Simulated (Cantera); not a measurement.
Charge: 1 mol AlCl3, 37 mol NH3, 22 mol N2, equilibrated at 1750 K and 0.0100 bar.

Equilibrium computed with Cantera from the NASA thermochemical tables; the gas is ideal and each condensed phase is pure. Candidate condensed phases: Al, AlCl3, AlN, NH4Cl; 20 gas species. The tables' values for AlCl2 are old estimates; treat these amounts as uncertain. The numbers say what is thermodynamically allowed, not how fast it happens.

Base state: H2 0.555, N2 0.413, HCl 0.0199, AlCl 0.00980, H 0.00173, AlCl2 0.000344, Cl 4.80e-5, AlCl3 4.23e-5 (mole fractions); condensed: gas only.

Problem. What changes in the equilibrium state with this change: pressure from 0.0100 bar to 0.100 bar?

Solution. 
```json
[
 {"species": "H2", "before": "0.555", "after": "0.557"},
 {"species": "N2", "before": "0.413", "after": "0.413"},
 {"species": "HCl", "before": "0.0199", "after": "0.0188"},
 {"species": "H", "before": "0.00173", "after": "0.000549"},
 {"species": "AlCl", "before": "0.00980", "after": "0.00893"},
 {"species": "AlCl3", "before": "4.23e-5", "after": "0.000341"},
 {"species": "Cl", "before": "4.80e-5", "after": "1.43e-5"}
]
```

Problem. What changes in the equilibrium state with this change: AlCl3 replaced by Al?

Solution. 
| species | before | after |
|---|---|---|
| H2 | 0.555 | 0.580 |
| N2 | 0.413 | 0.418 |
| H | 0.00173 | 0.00177 |
| HCl | 0.0199 | 0 |
| AlCl | 0.00980 | 0 |
| Al | 9.28e-6 | 0.000139 |
| AlCl2 | 0.000344 | 0 |
| Cl | 4.80e-5 | 0 |
| AlN(s), mol | 0 | 0.986 |
